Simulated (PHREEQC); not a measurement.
Solution (65 °C): 24 mmol/kgw H2SO4, 0.25 mmol/kgw CuSO4 and 190 mmol/kgw MnSO4. Closed to the air; pH follows from the charge balance.

The numbers come from PHREEQC with the ion-association model, phreeqc.dat.

This is a speciation only: nothing precipitates in the calculation.

Task: What pH does the model give?

Result: pH 2.16.

Task: In which forms is Mn present?

Result: MnSO4 56 %, Mn+2 44 % of the Mn.

Complexes and solids missing from the database can't appear. Constants without temperature data keep their 25 °C values here.
